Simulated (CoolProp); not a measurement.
Vapour-liquid equilibrium of CH2F2 (R32) (1) + R227EA (2) at 1.32 MPa; x and y are mole fractions of (1).

Values from CoolProp's multi-fluid Helmholtz-energy mixture model, Tillner-Roth 1997 and Lemmon 2016; pair parameters Bell 2016.

Task: Give the bubble temperature and the first vapour's composition at x = 0.15, 0.45, 0.55. Is there an azeotrope?

Result: x = 0.15: 326.1 K, y = 0.302; x = 0.45: 307.3 K, y = 0.687; x = 0.55: 302.8 K, y = 0.763. No azeotrope shows between x = 0.05 and 0.95.

The pair parameters rest on a limited set of measurements; away from them the model extrapolates. The gap from Raoult's law changes sign with composition, which may be real or a fault of the pair parameters; it wasn't checked against measurements.
